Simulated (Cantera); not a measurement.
A Cantera script and its output.

```python
import numpy as np
import cantera as ct

gas = ct.Solution("gri30.yaml")
gas.TPX = 1300, 1600, {'C2H6': 1, 'N2': 0.85}
reactor = ct.IdealGasConstPressureReactor(gas, energy="off", clone=False)
net = ct.ReactorNet([reactor])
net.rtol, net.atol = 1e-08, 1e-18
show = ['C2H6', 'C2H4', 'HCN', 'C2H', 'CH4', 'H', 'H2']
times = np.geomspace(4e-06, 10, 10)

steps = ct.SolutionArray(gas, extra=["t"])
rows = []
print(f"{'t/s':>10s}{'T/K':>9s}{'P/Pa':>11s}" + "".join(f"{s:>11s}" for s in show))
for t in times:
    while net.time < t:
        t_next = net.step()
        steps.append(gas.state, t=t_next)
    rows.append([np.interp(t, steps.t, y) for y in (steps.T, steps.P, *steps(*show).X.T)])
    print(f"{t:10.3e}{rows[-1][0]:9.1f}{rows[-1][1]:11.4g}" + "".join(f"{x:11.3e}" for x in rows[-1][2:]))
rate = np.gradient(steps.T, steps.t)
print("integrator steps:", len(steps.t))
if steps.T.max() > steps.T[0] + 200:
    print(f"time of steepest temperature rise: {steps.t[rate.argmax()]:.4e} s")
gas.TPX = 1300, 1600, {'C2H6': 1, 'N2': 0.85}
gas.equilibrate("TP")
print(f"equilibrium (TP): T = {gas.T:.1f} K  " + "  ".join(f"{s} {gas[s].X[0]:.3e}" for s in show))
```

Output:

```
       t/s      T/K       P/Pa       C2H6       C2H4        HCN        C2H        CH4          H         H2
 4.000e-06   1300.0       1600  5.405e-01  6.710e-10  9.185e-22  2.921e-29  4.490e-08  1.657e-09  1.451e-09
 2.056e-05   1300.0       1600  5.405e-01  8.269e-08  1.292e-19  1.218e-24  1.171e-06  2.461e-08  7.117e-08
 1.056e-04   1300.0       1600  5.403e-01  1.043e-05  4.566e-16  2.519e-19  2.902e-05  6.779e-07  9.873e-06
 5.429e-04   1300.0       1600  5.374e-01  1.061e-03  7.913e-12  1.478e-13  5.700e-04  1.187e-05  1.025e-03
 2.790e-03   1300.0       1600  4.858e-01  2.940e-02  3.469e-10  1.237e-10  8.720e-03  3.864e-05  2.654e-02
 1.434e-02   1300.0       1600  2.538e-01  1.535e-01  7.961e-10  1.108e-09  5.741e-02  4.945e-05  1.408e-01
 7.368e-02   1300.0       1600  1.624e-02  2.292e-01  9.783e-10  3.853e-09  1.245e-01  4.489e-05  2.711e-01
 3.786e-01   1300.0       1600  2.970e-04  1.704e-01  9.448e-10  1.208e-09  1.214e-01  8.224e-06  3.183e-01
 1.946e+00   1300.0       1600  2.663e-05  1.157e-01  9.015e-10  5.573e-10  1.158e-01  2.978e-06  3.502e-01
 1.000e+01   1300.0       1600  1.140e-05  3.034e-02  8.336e-10  7.459e-10  1.070e-01  3.146e-06  4.000e-01
integrator steps: 1417
equilibrium (TP): T = 1300.0 K  C2H6 1.857e-06  C2H4 4.691e-03  HCN 8.011e-02  C2H 1.182e-09  CH4 2.588e-02  H 6.175e-06  H2 4.918e-01
```

Computed with Cantera and GRI-Mech 3.0 (53 species, 325 reactions). GRI-Mech 3.0 stops at C3 and has no aromatics, soot or wall deposition, so with more carbon than oxygen in the feed, carbon stays in small species such as C2H2 where larger ones or solid carbon would form. Radical loss at walls, strong at low pressure, is not modelled.
